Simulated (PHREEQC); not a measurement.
A solution holds 0.01 mol H2SO4, 9.7e-05 mol LiCl and 0.00022 mol MgSO4 per kg of water, at 20 °C. Closed to the air; pH follows from the charge balance.

Model: ion-association model, phreeqc.dat, run in PHREEQC.

```tsv
quantity	before	after
pH	1.86	2.47
ionic strength (mol/kgw)	0.0217	0.00539
SO4-2 (mol/kgw)	0.00566	0.00165
HSO4- (mol/kgw)	0.00450	0.000387
LiSO4- (mol/kgw)	1.36e-6	1.03e-7
```

Question: Which change was made?
A. diluted 10-fold with water
B. temperature from 20 to 15 °C
C. diluted 5-fold with water
D. diluted 2-fold with water
E. MgSO4 replaced by Fe2(SO4)3 at the same molality

Answer: C, diluted 5-fold with water

This is a speciation only: nothing precipitates in the calculation.
